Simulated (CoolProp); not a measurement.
Saturation properties of R152A (Tc = 113.3 °C, pc = 4517 kPa, ω = 0.275).

Values from CoolProp's reference Helmholtz-energy equation of state, Outcalt 1996. It is a modified Benedict-Webb-Rubin equation, recast in Helmholtz form.

```csv
T (°C),p (kPa),enthalpy of vaporisation (kJ/kg),liquid cp (kJ/(kg K)),vapour Z,liquid viscosity (µPa s)
-34.05,63.62,338.6,1.600,0.9688,336
-23.65,103.0,329.6,1.626,0.9566,292
-13.25,159.6,320.1,1.655,0.9417,256
-2.85,238.0,310.0,[?],[?],225
7.55,343.4,299.2,1.725,[?],198
17.95,481.4,287.7,1.767,0.8788,175
28.35,657.9,275.2,1.817,0.8511,155
38.75,879.3,[?],1.877,0.8197,137
49.15,1153,246.7,1.951,0.7842,122
59.55,1485,230.1,2.046,[?],107
69.95,1884,211.3,2.178,0.6982,94.6
80.35,2360,189.5,2.379,[?],82.8
90.75,2922,163.1,2.739,0.5824,71.7
```

Q: What belongs in the gaps?

A: 
- -2.85, liquid cp (kJ/(kg K)): 1.688
- -2.85, vapour Z: 0.9239
- 7.55, vapour Z: 0.9030
- 38.75, enthalpy of vaporisation (kJ/kg): 261.7
- 59.55, vapour Z: 0.7440
- 80.35, vapour Z: 0.6454

It boils at -24.0 °C under 1 atm.

Viscosity comes from a separate model (Bell 2016), an estimate that may be off by 10 % or more.
